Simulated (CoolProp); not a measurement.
Vapour-liquid equilibrium of dimethyl ether (1) + n-pentane (2) at -21.65 °C; x and y are mole fractions of (1).

Model: multi-fluid Helmholtz-energy mixture model, Wu 2011 and Thol 2019; pair parameters Bell 2016, in CoolProp.

Q: Give the bubble pressure and the first vapour's composition at x = 0.35, 0.45, 0.85. Is there an azeotrope?

A: x = 0.35: 0.05583 MPa, y = 0.912; x = 0.45: 0.07086 MPa, y = 0.941; x = 0.85: 0.1040 MPa, y = 0.981. No azeotrope shows between x = 0.05 and 0.95.

Pair parameters are fitted to limited data, so mixtures are less certain than the pure fluids. The gap from Raoult's law changes sign with composition, which may be real or a fault of the pair parameters; it wasn't checked against measurements.
